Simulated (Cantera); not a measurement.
A closed system holds: 1 mol SiH4, 1.6 mol O3, 25 mol H2, 3.6 mol H2O, held at 1.00 Torr.

Method: chemical equilibrium by Gibbs-energy minimisation in Cantera with the NASA 1993 tables (ideal gas, pure condensed phases). Candidate condensed phases: H2O, Si, SiO2; 18 gas species. The tables hold silica as quartz up to 1696 K and as liquid above; real silica turns to tridymite and cristobalite and melts near 1996 K. Rates play no part.

Which condensed phases are stable at each of these points (T (°C)): 1102, 1202, 1302, 1402, 1502, 1602, 1702, 1802?


| T (°C) | condensed phases | Si condensed (%) |
|---|---|---|
| 1102 | SiO2(β-quartz) | 100.0 |
| 1202 | SiO2(β-quartz) | 100.0 |
| 1302 | SiO2(β-quartz) | 99.9 |
| 1402 | SiO2(β-quartz) | 98.6 |
| 1502 | SiO2(condensed) | 88.6 |
| 1602 | SiO2(condensed) | 30.7 |
| 1702 | gas only | 0.0 |
| 1802 | gas only | 0.0 |

From 1102 °C to 1402 °C the condensed part is SiO2(β-quartz). From 1502 °C to 1602 °C the condensed part is SiO2(condensed). From 1702 °C to 1802 °C nothing is condensed.
